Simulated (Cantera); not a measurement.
Nitride etching: Si3N4 + H2

A closed system holds: 1 mol Si3N4, a varied amount of H2, held at 0.0135 Torr.

Method: chemical equilibrium by Gibbs-energy minimisation in Cantera with the NASA 1993 tables (ideal gas, pure condensed phases). Candidate condensed phases: Si, Si3N4; 18 gas species. Mutual solubility and eutectic melting of coexisting phases are not modelled. Rates play no part.

Stable condensed phases:

```
T in K \ n(H2) in mol
         2.7 3.5 4.6 5.9 7.7 9.9  13  17  22  28  36
   1073    A   A   A   A   A   A   B   B   B   B   B
   1048    A   A   A   A   A   A   A   A   A   A   B
   1023    A   A   A   A   A   A   A   A   A   A   A
    998    A   A   A   A   A   A   A   A   A   A   A
    973    A   A   A   A   A   A   A   A   A   A   A
    948    A   A   A   A   A   A   A   A   A   A   A
    923    A   A   A   A   A   A   A   A   A   A   A
    898    A   A   A   A   A   A   A   A   A   A   A
    873    A   A   A   A   A   A   A   A   A   A   A
```

A: Si3N4; B: Si + Si3N4.
